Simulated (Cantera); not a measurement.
# Equilibrium for abatement and gas-phase synthesis: CO2 + O2

Input: 1 mol CO2, 2.7 mol O2, at 3273.15 K.

Cantera equilibrium calculation (NASA polynomials, part measured and part estimated; ideal gas, pure solids and liquids). Candidate condensed phases: C; 12 gas species. The ideal-gas law is rough above about 30 bar. Equilibrium is a limit: real reactors are often held back by kinetics, nucleation or transport.

From 0.0750 Torr to 225000 Torr nothing is condensed. The main C-bearing gas is CO at 0.0750 Torr and CO2 at 225000 Torr.

```json
[
 {"P (Pa)": "10", "log p O": "-4.06", "log p O2": "-6.98", "log p CO2": "-8.28", "log p CO": "-4.87"},
 {"P (Pa)": "200", "log p O": "-2.77", "log p O2": "-4.40", "log p CO2": "-5.68", "log p CO": "-3.56"},
 {"P (Pa)": "3900", "log p O": "-1.61", "log p O2": "-2.08", "log p CO2": "-3.19", "log p CO": "-2.23"},
 {"P (Pa)": "77000", "log p O": "-0.76", "log p O2": "-0.37", "log p CO2": "-1.12", "log p CO": "-1.02"},
 {"P (Pa)": "1500000", "log p O": "-0.07", "log p O2": "1.01", "log p CO2": "0.48", "log p CO": "-0.11"},
 {"P (Pa)": "30000000", "log p O": "0.59", "log p O2": "2.33", "log p CO2": "1.88", "log p CO": "0.63"}
]
```
log p: log10 of the partial pressure in bar; nothing condenses.
